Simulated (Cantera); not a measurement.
What does this Cantera script print?

```python
import numpy as np
import cantera as ct

gas_names = """
    H HNO HNO2 HNO3 HO2 H2 H2O H2O2 N NH NH2 NH3 NH2OH NO NO2 NO3 N2 N2H2 N2H4 N2O O OH O2 O3 Si SiH
    SiH2 SiH3 SiH4 SiN SiO SiO2 Si2 Si2N Si3
""".split()
cond_names = """
    H2O(s) H2O(L) Si(cr) Si(L) SiO2(Lqz) SiO2(hqz) SiO2(L) Si2N2O(s) Si3N4(a)
""".split()


# ... load() reads the species with a 1 bar reference pressure and builds the phases ...
atoms = {
    'Si': {'Si': 1},
    'N2O': {'N': 2, 'O': 1},
    'H2': {'H': 2},
}
top_T = {'Si2N2O(s)': 2100, 'Si3N4(a)': 2400}  # K; cautious upper limits of use, not melting points


# ... equilibrate(T, P, feed) seeds the gas with the atoms and calls Mixture.equilibrate('TP', solver="vcs", rtol=1e-11, max_steps=5000) ...
results = []
feed = {'Si': 1, 'N2O': 2.2, 'H2': 380}  # mol
P = 0.28  # Pa
for T in [1825, 1850, 1875, 1900, 1925, 1950, 1975, 2000, 2025, 2050, 2075, 2100, 2125, 2150]:
    mix = equilibrate(T, P, feed)
    results.append((T, P, feed, dict(zip(mix.species_names, mix.species_moles))))

top = {s: max(r[3][s] / sum(r[3][g] for g in gas_names) for r in results) for s in gas_names}
cols = sorted((s for s in top if top[s] > 1e-06), key=lambda s: -top[s])[:8]
seen = [c for c in cond_names if any(r[3].get(c, 0) > 1e-12 for r in results)]
print("log10 of partial pressures in bar; condensed amounts in mol")
print(f"{'T/K':>10s}" + "".join(f"{s[:9]:>10s}" for s in cols + seen))
for T, P, feed, n in results:
    ng = sum(n[g] for g in gas_names)
    print(f"{T:10.4g}" + "".join(f"{np.log10(max(n[s] / ng * P / 1e5, 1e-99)):10.3f}" for s in cols)
          + "".join(f"{n.get(c, 0):10.4g}" for c in seen))
```

It prints:

```
log10 of partial pressures in bar; condensed amounts in mol
       T/K         H        H2        N2       H2O       SiO         O        OH        NO
      1825    -6.192    -5.672    -7.847    -8.121    -8.189   -10.432    -9.797   -12.496
      1850    -6.117    -5.697    -7.858    -8.136    -8.200   -10.226    -9.688   -12.359
      1875    -6.047    -5.727    -7.870    -8.155    -8.212   -10.024    -9.583   -12.224
      1900    -5.981    -5.762    -7.884    -8.177    -8.226    -9.826    -9.482   -12.093
      1925    -5.921    -5.803    -7.899    -8.205    -8.241    -9.632    -9.386   -11.965
      1950    -5.866    -5.850    -7.915    -8.239    -8.257    -9.443    -9.297   -11.842
      1975    -5.816    -5.904    -7.933    -8.283    -8.275    -9.261    -9.216   -11.724
      2000    -5.771    -5.965    -7.951    -8.339    -8.293    -9.089    -9.146   -11.615
      2025    -5.732    -6.033    -7.969    -8.412    -8.311    -8.930    -9.092   -11.518
      2050    -5.699    -6.109    -7.986    -8.506    -8.329    -8.789    -9.057   -11.437
      2075    -5.670    -6.191    -8.003    -8.626    -8.346    -8.670    -9.047   -11.377
      2100    -5.647    -6.280    -8.019    -8.772    -8.361    -8.576    -9.062   -11.340
      2125    -5.627    -6.375    -8.032    -8.944    -8.375    -8.505    -9.103   -11.324
      2150    -5.612    -6.473    -8.044    -9.138    -8.387    -8.455    -9.165   -11.327
```

These are equilibrium values from Cantera (NASA tables, ideal gas, pure condensed phases), not measurements of a reactor.
